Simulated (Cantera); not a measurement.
A freely propagating, adiabatic, planar premixed flame of H₂ : O₂ : N₂ = 1 : 0.179 : 0.671 (molar parts), equivalence ratio 2.8, unburnt at 723 K and 1.00 atm; mixture-averaged transport, grid criteria slope 0.08 and curve 0.16, no radiation.

Cantera simulation using the H2/O2 subset of GRI-Mech 3.0, which has no nitrogen chemistry; the numbers are that mechanism's predictions, not measurements. Burning velocities carry a grid error of a few per cent, more on coarse grids.

### Question
What does this change do: O2 0.179 to 0.14 parts?

### Answer
```json
[
 {"quantity": "laminar burning velocity", "before": "1170 cm/s", "after": "902 cm/s"},
 {"quantity": "thermal thickness", "before": "0.516 mm", "after": "0.576 mm"},
 {"quantity": "peak x(O)", "before": "0.00252", "after": "0.00118"},
 {"quantity": "peak x(H₂O₂)", "before": "2.26e-6", "after": "2.06e-6"},
 {"quantity": "peak x(H)", "before": "0.0906", "after": "0.0632"}
]
```
